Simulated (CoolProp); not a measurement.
The fluid at 371.14 K and 0.052 MPa (gas) is heated at constant pressure to 473.4 K. The same conditions are run with several fluids, on thermodynamics alone (safety and materials aside).

The numbers come from the reference Helmholtz-energy equation of state of each fluid (hexamethyldisiloxane (MM): Thol 2016; n-perfluoropentane: Gao 2022; ethanol: Schroeder 2014; methanol: de Reuck 1993) in CoolProp.

```tsv
fluid	heat (kJ/kg)	final density (kg/m³)
hexamethyldisiloxane (MM)	[?]	2.17
n-perfluoropentane	99.5	[?]
ethanol	190	[?]
methanol	[?]	0.425
```

Q: Complete the blanks.

A: 
- hexamethyldisiloxane (MM), heat (kJ/kg): 187
- n-perfluoropentane, final density (kg/m³): 3.83
- ethanol, final density (kg/m³): 0.611
- methanol, heat (kJ/kg): 174
